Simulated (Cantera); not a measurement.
Feed: 1 mol C, 3.7 mol H₂O, 48 mol N₂, at 602 °C and 0.100 bar.

These are equilibrium values from Cantera (NASA tables, ideal gas, pure condensed phases), not measurements of a reactor. Candidate condensed phases: C, C₆H₆, C₇H₈, C₈H₁₈, H₂O; 136 gas species. Rates play no part.

Base state: N₂ 0.911, H₂O 0.0371, H₂ 0.0331, CO₂ 0.0142, CO 0.00480 (mole fractions); condensed: gas only.

### Question
What changes in the equilibrium state with this change: H₂O from 3.7 to 0.023 mol?

### Answer
| species | before | after |
|---|---|---|
| N₂ | 0.911 | 0.999 |
| H₂ | 0.0331 | 0.000479 |
| CO | 0.00480 | 0.000478 |
| H₂O | 0.0371 | 9.33e-8 |
| CO₂ | 0.0142 | 2.46e-7 |
| C(graphite), mol | 0 | 0.977 |

### Question
What changes in the equilibrium state with this change: H₂O from 3.7 to 0.75 mol?

### Answer
| species | before | after |
|---|---|---|
| N₂ | 0.911 | 0.970 |
| H₂ | 0.0331 | 0.0150 |
| CO | 0.00480 | 0.0146 |
| H₂O | 0.0371 | 8.96e-5 |
| CO₂ | 0.0142 | 0.000229 |
| C(graphite), mol | 0 | 0.265 |
